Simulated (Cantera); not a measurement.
An isothermal, constant-pressure homogeneous reactor starts with NH₃ : N₂ = 1 : 0.42 (molar parts), at 1975 K and 158 Torr. Integrator tolerance rtol = 1e-08.

Computed with Cantera and the gas-phase N/H chemistry of the illustrative SiF4/NH3 mechanism in the Surface Chemkin manual (1991). Walls and surfaces, which speed up NH3 decomposition in real reactors, are not modelled.

Q: What does this change do: temperature 1975 to 1248 K?

A: 
| quantity | before | after |
|---|---|---|
| x(NH₃) at 2.00 s | 0.000617 (gas-phase equilibrium 1.31e-6) | 0.704 (gas-phase equilibrium 9.54e-6) |
| x(N₂H₄) at 2.00 s | 4.92e-12 (gas-phase equilibrium <1e-12) | 2.89e-8 (gas-phase equilibrium <1e-12) |
| x(NH) at 2.00 s | 8.15e-7 (gas-phase equilibrium 1.93e-9) | 1.87e-9 (gas-phase equilibrium <1e-12) |
| x(H₂) at 2.00 s | 0.617 (gas-phase equilibrium 0.618) | 6.88e-5 (gas-phase equilibrium 0.620) |
| x(NH₂) at 2.00 s | 6.44e-6 (gas-phase equilibrium 1.45e-8) | 3.72e-6 (gas-phase equilibrium 2.11e-11) |

Q: What does this change do: temperature 1975 to 1748 K?

A: 
| quantity | before | after |
|---|---|---|
| x(NH₃) at 2.00 s | 0.000617 (gas-phase equilibrium 1.31e-6) | 0.325 (gas-phase equilibrium 2.04e-6) |
| x(N₂H₄) at 2.00 s | 4.92e-12 (gas-phase equilibrium <1e-12) | 2.74e-8 (gas-phase equilibrium <1e-12) |
| x(NH) at 2.00 s | 8.15e-7 (gas-phase equilibrium 1.93e-9) | 1.59e-6 (gas-phase equilibrium 1.15e-10) |
| x(H₂) at 2.00 s | 0.617 (gas-phase equilibrium 0.618) | 0.334 (gas-phase equilibrium 0.620) |
| x(NH₂) at 2.00 s | 6.44e-6 (gas-phase equilibrium 1.45e-8) | 0.000163 (gas-phase equilibrium 3.39e-9) |
